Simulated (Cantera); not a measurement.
## Catalytic combustion on Pt

An isothermal plug-flow reactor at 850 K and 1.00 bar (inlet), inlet velocity 2.4 m/s, active area per volume 280 1/m; feed H₂ : O₂ : N₂ : H₂O = 0.0043 : 0.019 : 0.79 : 0.036 (molar parts).

Detailed kinetics in Cantera: Deutschmann's 1995 Pt surface mechanism with GRI-Mech 3.0 gas chemistry. Catalytic surfaces can have several steady states; this one follows from the mechanism file's or the stated starting coverage. Mass transfer to the wall is taken as infinitely fast.

| z (m) | x H₂ | x O₂ | x H₂O | θ free Pt | θ O* | θ OH* |
|---|---|---|---|---|---|---|
| 0.00017 | 0.00384 | 0.0218 | 0.0436 | 0.353 | 0.639 | 0.00844 |
| 0.00036 | 0.00300 | 0.0214 | 0.0445 | 0.285 | 0.707 | 0.00800 |
| 0.00078 | 0.00198 | 0.0209 | 0.0455 | 0.208 | 0.785 | 0.00723 |
| 0.0017 | 0.00103 | 0.0204 | 0.0465 | 0.151 | 0.843 | 0.00642 |
| 0.0036 | 0.000363 | 0.0201 | 0.0472 | 0.123 | 0.871 | 0.00591 |
| 0.0078 | 4.94e-5 | 0.0199 | 0.0475 | 0.112 | 0.882 | 0.00569 |
| 0.017 | 7.42e-7 | 0.0199 | 0.0476 | 0.111 | 0.884 | 0.00566 |
x: gas mole fraction; θ: surface coverage.
